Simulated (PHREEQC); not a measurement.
A solution holds 0.57 mol/kgw HF, 0.00067 mol/kgw NH4HF2, 0.0013 mol/kgw H2SiF6 and 0.037 mol/kgw H3PO4, at 73 °C. Closed to the air; pH follows from the charge balance.

Model: ion-association model, wateq4f.dat, run in PHREEQC.

**Question.** The ionic strength comes out as 0.0272 mol/kgw. What activity coefficients do H2PO4-, H+, F-, NH4+, SiF6-2 get?

**Answer.** H2PO4- 0.85, H+ 0.87, F- 0.84, NH4+ 0.84, SiF6-2 0.51.

No solid was allowed to form. Complexes and solids missing from the database can't appear. wateq4f.dat counts part of the HF as a dimer, H2F2, which phreeqc.dat doesn't know; its constant is uncertain. H3PO4, which wateq4f.dat lacks, is added to it with the constant of phreeqc.dat. Away from 25 °C the constants follow the database's enthalpies or fits; those with neither stay at their 25 °C values. SiF6-2 is the database's only silicon fluoride.
